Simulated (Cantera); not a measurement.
A freely propagating, adiabatic, planar premixed flame of H₂ : O₂ : N₂ : H₂O = 1 : 0.278 : 1 : 0.36 (molar parts), unburnt at 550 K and 100.0 Torr; mixture-averaged transport, grid criteria slope 0.08 and curve 0.16, no radiation.

Model: the H2/O2 subset of GRI-Mech 3.0, which has no nitrogen chemistry, integrated in Cantera. Burning velocities carry a grid error of a few per cent, more on coarse grids.

### Question
Predict: laminar burning velocity; thermal thickness; peak x(HO₂); peak x(OH); peak x(H₂O₂).

### Answer
* **laminar burning velocity**: 540 cm/s
* **thermal thickness**: 5.54 mm
* **peak x(HO₂)**: 8.90e-5
* **peak x(OH)**: 0.00625
* **peak x(H₂O₂)**: 2.74e-6
